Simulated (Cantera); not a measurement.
Feed: 1 mol CH2F2, 0.1 mol F2, 1 mol H2, at 0.920 bar.

Equilibrium computed with Cantera from the NASA thermochemical tables; the gas is ideal and each condensed phase is pure. Candidate condensed phases: C, C6H6, C7H8, C8H18; 110 gas species. Ions and electrons are included (thermal ionisation). Kinetics and transport are ignored. All values below are at 5000 K.

Base state: H 0.532, F 0.266, C 0.119, HF 0.0568, C2 0.00864, CF 0.00832, H2 0.00630, C3 0.00153 (mole fractions); condensed: gas only.

What changes in the equilibrium state with this change: H2 from 1 to 0.12 mol?


| species | before | after |
|---|---|---|
| H | 0.532 | 0.386 |
| F | 0.266 | 0.371 |
| C | 0.119 | 0.149 |
| CF | 0.00832 | 0.0146 |
| C2 | 0.00864 | 0.0136 |
| HF | 0.0568 | 0.0575 |
| C4 | 4.33e-6 | 1.07e-5 |
| CF2 | 2.40e-5 | 5.86e-5 |
